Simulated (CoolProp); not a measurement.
Vapour-liquid equilibrium of CHF3 (R23) (1) + R134a (2) at 84.9 kPa; x and y are mole fractions of (1).

Values from CoolProp's multi-fluid Helmholtz-energy mixture model, Penoncello 2003 and Tillner-Roth 1994; pair parameters Bell 2016.

```
x     bubble temperature, mixture model (K)  bubble temperature, Raoult's law (K)  y, mixture model  y, Raoult's law
----  -------------------------------------  ------------------------------------  ----------------  ---------------
0.05                                  234.4                                 233.4             0.379            0.420
0.15                                  221.7                                 220.3             0.720            0.751
0.25                                  213.2                                 212.0             0.852            0.870
0.35                                  207.2                                 206.1             0.914            0.924
0.45                                  202.6                                 201.7             0.947            0.954
0.55                                  198.8                                 198.2             0.967            0.971
0.65                                  195.8                                 195.3             0.980            0.982
0.75                                  193.2                                 192.9             0.988            0.989
0.85                                  190.9                                 190.8             0.994            0.995
0.95                                  189.0                                 189.0             0.998            0.998
```

The largest gap from Raoult's law is +1.4 K in bubble temperature, at x = 0.15. No azeotrope shows between x = 0.05 and 0.95.

Pair parameters are fitted to limited data, so mixtures are less certain than the pure fluids.
